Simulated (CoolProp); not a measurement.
Saturated liquid density (kg/m³) of ethanol: the reference equation beside estimates from Tc = 241.6 °C, pc = 62.68 bar, ω = 0.644.

Values from CoolProp's reference Helmholtz-energy equation of state, Schroeder 2014.

```
T (°C)  reference  van der Waals  Redlich-Kwong  Soave-Redlich-Kwong
------  ---------  -------------  -------------  -------------------
6.65        800.7          431.3          638.4                681.3
20.45       789.0          424.1          626.3                671.7
34.35       777.0          416.6          613.5                661.4
48.15       764.8          408.9          600.1                650.3
61.95       752.2          400.8          586.1                638.3
75.85       738.9          392.3          571.1                625.2
89.65       725.0          383.5          555.4                611.1
103.45      710.2          374.2          538.8                595.7
117.35      694.0          364.2          521.0                578.6
```

Absolute difference from the reference over all 9 rows, mean and median: van der Waals 46.8 and 46.7 %, Redlich-Kwong 22.3 and 22.1 %, Soave-Redlich-Kwong 15.4 and 15.1 %.
